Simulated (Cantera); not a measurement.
Input (Python, Cantera) and output of one run.

```python
import numpy as np
import cantera as ct

gas_names = [...]  # 95 gases of nasa_gas.yaml made of C, F, H
cond_names = """
    C(gr) C6H6(L) C7H8(L) C8H18(L),n-octa
""".split()


# ... load() reads the species with a 1 bar reference pressure and builds the phases ...
atoms = {
    'CH3F': {'C': 1, 'H': 3, 'F': 1},
    'F2': {'F': 2},
    'H2': {'H': 2},
}
top_T = {'C(gr)': 4500}  # K; cautious upper limits of use, not melting points


# ... equilibrate(T, P, feed) seeds the gas with the atoms and calls Mixture.equilibrate('TP', solver="vcs", rtol=1e-11, max_steps=5000) ...
results = []
feed = {'CH3F': 1, 'F2': 0.033, 'H2': 0.077}  # mol
P = 340  # Pa
for T in [1550, 1650, 1750, 1850, 1950, 2050, 2150, 2250, 2350, 2450, 2550]:
    mix = equilibrate(T, P, feed)
    results.append((T, P, feed, dict(zip(mix.species_names, mix.species_moles))))

top = {s: max(r[3][s] / sum(r[3][g] for g in gas_names) for r in results) for s in gas_names}
cols = sorted((s for s in top if top[s] > 0.001), key=lambda s: -top[s])[:5]
seen = [c for c in cond_names if any(r[3].get(c, 0) > 1e-12 for r in results)]
print("log10 of partial pressures in bar; condensed amounts in mol")
print(f"{'T/K':>10s}" + "".join(f"{s[:9]:>10s}" for s in cols + seen))
for T, P, feed, n in results:
    ng = sum(n[g] for g in gas_names)
    print(f"{T:10.4g}" + "".join(f"{np.log10(max(n[s] / ng * P / 1e5, 1e-99)):10.3f}" for s in cols)
          + "".join(f"{n.get(c, 0):10.4g}" for c in seen))
```

Result:

```
log10 of partial pressures in bar; condensed amounts in mol
       T/K        HF        H2         H C2H2,acet         F     C(gr)
      1550    -2.765    -2.774    -5.889    -7.569   -10.289         1
      1650    -2.765    -2.775    -5.429    -7.116    -9.554    0.9999
      1750    -2.766    -2.776    -5.021    -6.716    -8.901    0.9998
      1850    -2.766    -2.778    -4.658    -6.361    -8.318    0.9995
      1950    -2.768    -2.783    -4.332    -6.046    -7.793    0.9989
      2050    -2.771    -2.793    -4.040    -5.767    -7.319    0.9978
      2150    -2.776    -2.808    -3.779    -5.521    -6.886    0.9961
      2250    -2.784    -2.834    -3.546    -5.309    -6.490    0.9936
      2350    -2.795    -2.875    -3.341    -5.133    -6.122    0.9899
      2450    -2.812    -2.935    -3.165    -4.995    -5.779    0.9848
      2550    -2.833    -3.022    -3.017    -4.898    -5.452    0.9772
```

Equilibrium computed with Cantera from the NASA thermochemical tables; the gas is ideal and each condensed phase is pure.
